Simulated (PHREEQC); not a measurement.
Consider water at 20 °C with 0.003 mol CuSO4, 0.006 mol ZnCl2, 0.07 mol HCl and 0.00012 mol NaCl per kg of water. Closed to the air; pH follows from the charge balance.

All values are PHREEQC results (ion-association model, wateq4f.dat), not measurements.

The pH comes out as 1.25, the ionic strength comes out as 0.0941 mol/kgw and the total alkalinity comes out as -70.0 meq/kg.

```json
[
 {"species": "Cl-", "molality": "0.0815", "activity": "0.0628", "log γ": "-0.113"},
 {"species": "H+", "molality": "0.0680", "activity": "0.0564", "log γ": "-0.081"},
 {"species": "Zn+2", "molality": "0.00544", "activity": "0.00223", "log γ": "-0.387"},
 {"species": "Cu+2", "molality": "0.00274", "activity": "0.00112", "log γ": "-0.387"},
 {"species": "HSO4-", "molality": "0.00196", "activity": "0.00153", "log γ": "-0.107"},
 {"species": "SO4-2", "molality": "0.000813", "activity": "0.000312", "log γ": "-0.417"},
 {"species": "ZnCl+", "molality": "0.000388", "activity": "0.000301", "log γ": "-0.111"},
 {"species": "CuCl+", "molality": "0.000191", "activity": "0.000148", "log γ": "-0.111"},
 {"species": "ZnSO4", "molality": "0.000153", "activity": "0.000157", "log γ": "0.009"},
 {"species": "Na+", "molality": "0.000120", "activity": "9.44e-5", "log γ": "-0.104"},
 {"species": "CuSO4", "molality": "6.75e-5", "activity": "6.89e-5", "log γ": "0.009"},
 {"species": "ZnCl2", "molality": "1.90e-5", "activity": "1.94e-5", "log γ": "0.009"},
 {"species": "CuCl2", "molality": "4.62e-6", "activity": "4.72e-6", "log γ": "0.009"},
 {"species": "ZnCl3-", "molality": "1.71e-6", "activity": "1.32e-6", "log γ": "-0.111"}
]
```

This is a speciation only: nothing precipitates in the calculation. Complexes and solids missing from the database can't appear.
